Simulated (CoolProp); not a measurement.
Vapour-liquid equilibrium of dimethyl ether (1) + n-hexane (2) at 0.232 MPa; x and y are mole fractions of (1).

Values from CoolProp's multi-fluid Helmholtz-energy mixture model, Wu 2011 and Thol 2019; pair parameters Bell 2016.

```
x     bubble temperature (°C)  y at the bubble point  dew temperature at overall composition x (°C)  liquid density (mol/L)
----  -----------------------  ---------------------  ---------------------------------------------  ----------------------
0.05                     76.4                  0.453                                           95.7                   7.198
0.15                     47.1                  0.806                                           91.5                   7.940
0.25                     30.7                  0.906                                           87.0                   8.597
0.35                     20.8                  0.945                                           82.1                   9.239
0.45                     14.3                  0.963                                           76.6                   9.908
0.55                      9.7                  0.974                                           70.3                   10.63
0.65                      6.1                  0.982                                           62.8                   11.43
0.75                      3.1                  0.987                                           53.5                   12.34
0.85                      0.2                  0.992                                           40.9                   13.39
0.95                     -2.5                  0.997                                           19.1                   14.62
```

No azeotrope shows between x = 0.05 and 0.95.

Pair parameters are fitted to limited data, so mixtures are less certain than the pure fluids.
